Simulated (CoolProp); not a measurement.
cis-2-butene along the isobar 39.4 bar: fugacity coefficient from the reference equation and from simpler models built on Tc = 162.6 °C, pc = 42.36 bar, ω = 0.202; each cubic takes its own stable root.

Model: reference Helmholtz-energy equation of state, Lemmon 2005, in CoolProp. It is a short technical equation, of lower accuracy than the large ones.

```tsv
T (°C)	phase	reference	Redlich-Kwong	Peng-Robinson
-109.35	liquid	1.024e-5	2.110e-5	1.352e-5
-87.95	liquid	0.0001122	0.0002315	0.0001317
-66.55	liquid	0.0006965	0.001369	0.0007610
-45.15	liquid	0.002901	0.005316	0.003039
-23.75	liquid	0.009046	0.01535	0.009249
-2.35	liquid	0.02272	0.03570	0.02293
19.05	liquid	0.04837	0.07060	0.04851
40.45	liquid	0.09045	0.1233	0.09051
61.85	liquid	0.1525	0.1952	0.1526
83.25	liquid	0.2365	0.2856	0.2366
104.65	liquid	0.3419	0.3918	0.3419
126.05	liquid	0.4658	0.5086	0.4644
147.45	liquid	0.6012	0.6277	0.5951
168.95	gas	0.6995	0.7063	0.6855
190.35	gas	0.7465	0.7473	0.7310
211.75	gas	0.7830	0.7801	0.7677
```
